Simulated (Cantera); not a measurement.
## Ignition delay

Mixture: CH4 : C2H6 : O2 : N2 = 1 : 0.035 : 3.17 : 8.24 (molar parts), equivalence ratio 0.67, at 1.00 bar, adiabatic and at constant volume. Ignition delay is the time to a rise of 400 K.

Computed with Cantera and GRI-Mech 3.0 (53 species, 325 reactions).

```json
[
 {"T0 (K)": "1050", "delay (ms)": "88.6"},
 {"T0 (K)": "1125", "delay (ms)": "30.3"},
 {"T0 (K)": "1200", "delay (ms)": "10.9"},
 {"T0 (K)": "1275", "delay (ms)": "4.14"},
 {"T0 (K)": "1350", "delay (ms)": "1.65"},
 {"T0 (K)": "1425", "delay (ms)": "0.709"}
]
```

The apparent activation energy between 1275 and 1425 K is 180 kJ/mol.
